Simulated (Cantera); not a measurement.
An isothermal, constant-pressure homogeneous reactor starts with NO : N₂ = 1 : 1.5 (molar parts), at 1650 K and 0.0267 bar. Integrator tolerance rtol = 1e-08.

Model: GRI-Mech 3.0 (53 species, 325 reactions), integrated in Cantera. Radical loss at walls, strong at low pressure, is not modelled.

Task: What does this change do: pressure from 0.0267 bar to 0.740 bar?

Result: 
| quantity | before | after |
|---|---|---|
| x(NO) at 60.0 s | 0.371 (gas-phase equilibrium 0.00235) | 0.125 (gas-phase equilibrium 0.00235) |
| x(O₂) at 60.0 s | 0.0145 (gas-phase equilibrium 0.199) | 0.137 (gas-phase equilibrium 0.199) |
| x(N₂) at 60.0 s | 0.615 (gas-phase equilibrium 0.799) | 0.737 (gas-phase equilibrium 0.799) |
| x(NO₂) at 60.0 s | 5.59e-5 (gas-phase equilibrium 1.31e-6) | 0.000307 (gas-phase equilibrium 6.93e-6) |
| x(N₂O) at 60.0 s | 4.62e-5 (gas-phase equilibrium 2.28e-8) | 5.75e-6 (gas-phase equilibrium 1.20e-7) |

Task: What does this change do: N2 1.5 to 0.19 parts?

Result: 
| quantity | before | after |
|---|---|---|
| x(NO) at 60.0 s | 0.371 (gas-phase equilibrium 0.00235) | 0.724 (gas-phase equilibrium 0.00290) |
| x(O₂) at 60.0 s | 0.0145 (gas-phase equilibrium 0.199) | 0.0581 (gas-phase equilibrium 0.419) |
| x(N₂) at 60.0 s | 0.615 (gas-phase equilibrium 0.799) | 0.218 (gas-phase equilibrium 0.578) |
| x(NO₂) at 60.0 s | 5.59e-5 (gas-phase equilibrium 1.31e-6) | 0.000209 (gas-phase equilibrium 2.36e-6) |
| x(N₂O) at 60.0 s | 4.62e-5 (gas-phase equilibrium 2.28e-8) | 0.000164 (gas-phase equilibrium 2.39e-8) |
